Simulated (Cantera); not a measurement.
Input (Python, Cantera):

```python
import numpy as np
import cantera as ct

gas = ct.Solution("gri30.yaml")
gas.TPX = 1150, 100000, {'CH4': 0.0025, 'O2': 0.0055, 'N2': 1, 'H2O': 0.038}
reactor = ct.IdealGasConstPressureReactor(gas, energy="off", clone=False)
net = ct.ReactorNet([reactor])
net.rtol, net.atol = 1e-08, 1e-18
show = ['CH4', 'O2', 'H2O2', 'NO', 'C2H4']
times = np.geomspace(2e-05, 90, 15)

steps = ct.SolutionArray(gas, extra=["t"])
rows = []
print(f"{'t/s':>10s}{'T/K':>9s}{'P/Pa':>11s}" + "".join(f"{s:>11s}" for s in show))
for t in times:
    while net.time < t:
        t_next = net.step()
        steps.append(gas.state, t=t_next)
    rows.append([np.interp(t, steps.t, y) for y in (steps.T, steps.P, *steps(*show).X.T)])
    print(f"{t:10.3e}{rows[-1][0]:9.1f}{rows[-1][1]:11.4g}" + "".join(f"{x:11.3e}" for x in rows[-1][2:]))
rate = np.gradient(steps.T, steps.t)
print("integrator steps:", len(steps.t))
if steps.T.max() > steps.T[0] + 200:
    print(f"time of steepest temperature rise: {steps.t[rate.argmax()]:.4e} s")
gas.TPX = 1150, 100000, {'CH4': 0.0025, 'O2': 0.0055, 'N2': 1, 'H2O': 0.038}
gas.equilibrate("TP")
print(f"equilibrium (TP): T = {gas.T:.1f} K  " + "  ".join(f"{s} {gas[s].X[0]:.3e}" for s in show))
```

Result:

```
       t/s      T/K       P/Pa        CH4         O2       H2O2         NO       C2H4
 2.000e-05   1150.0      1e+05  2.390e-03  5.258e-03  6.001e-16  2.126e-24  7.358e-23
 5.974e-05   1150.0      1e+05  2.390e-03  5.258e-03  5.198e-15  4.140e-23  4.379e-21
 1.784e-04   1150.0      1e+05  2.390e-03  5.258e-03  4.268e-14  4.434e-22  2.126e-19
 5.330e-04   1150.0      1e+05  2.390e-03  5.258e-03  2.987e-13  2.187e-21  7.760e-18
 1.592e-03   1150.0      1e+05  2.390e-03  5.258e-03  1.504e-12  8.507e-21  2.424e-16
 4.755e-03   1150.0      1e+05  2.390e-03  5.258e-03  5.148e-12  3.690e-20  7.789e-15
 1.420e-02   1150.0      1e+05  2.390e-03  5.258e-03  1.317e-11  2.071e-19  3.025e-13
 4.243e-02   1150.0      1e+05  2.390e-03  5.258e-03  2.195e-11  1.507e-18  1.511e-11
 1.267e-01   1150.0      1e+05  2.390e-03  5.258e-03  2.129e-11  1.220e-17  6.087e-10
 3.785e-01   1150.0      1e+05  2.389e-03  5.257e-03  3.146e-11  7.295e-17  8.431e-09
 1.131e+00   1150.0      1e+05  2.383e-03  5.253e-03  7.820e-11  4.500e-16  1.072e-07
 3.377e+00   1150.0      1e+05  2.333e-03  5.222e-03  3.107e-10  1.038e-14  3.281e-06
 1.009e+01   1150.0      1e+05  1.004e-21  4.778e-04  1.776e-10  4.468e-08 -4.287e-30
 3.013e+01   1150.0      1e+05  1.750e-22  4.779e-04  2.265e-11  4.521e-08 -1.331e-32
 9.000e+01   1150.0      1e+05  3.848e-23  4.779e-04  1.366e-11  4.572e-08 -3.122e-33
integrator steps: 2845
equilibrium (TP): T = 1150.0 K  CH4 7.975e-36  O2 4.745e-04  H2O2 1.345e-11  NO 6.912e-06  C2H4 1.882e-57
```

Model: GRI-Mech 3.0 (53 species, 325 reactions), integrated in Cantera.
